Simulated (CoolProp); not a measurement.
Properties of carbon dioxide along the isotherm 36.65 °C (Tc = 31.0 °C, pc = 73.77 bar, ω = 0.224).

Model: reference Helmholtz-energy equation of state, Span 1996, in CoolProp.

```
p (bar)          phase  cv (kJ/(kg K))  Joule-Thomson coefficient (K/MPa)  expansivity (1/kK)
-------  -------------  --------------  ---------------------------------  ------------------
46.1               gas          0.7982                              9.862               7.898
92.2     supercritical           1.052                              2.649               36.92
138      supercritical          0.9364                             0.9318               9.706
184      supercritical          0.9203                             0.5336               6.568
231      supercritical          0.9149                             0.3300               5.201
277      supercritical          0.9132                             0.2062               4.432
323      supercritical          0.9132                             0.1198               3.918
369      supercritical          0.9140                            0.05543               3.545
415      supercritical          0.9152                           0.005245               3.258
461      supercritical          0.9167                           -0.03512               3.029
507      supercritical          0.9183                           -0.06837               2.841
553      supercritical          0.9201                           -0.09628               2.683
599      supercritical          0.9220                            -0.1201               2.548
646      supercritical          0.9240                            -0.1410               2.429
692      supercritical          0.9260                            -0.1588               2.327
738      supercritical          0.9280                            -0.1745               2.236
```
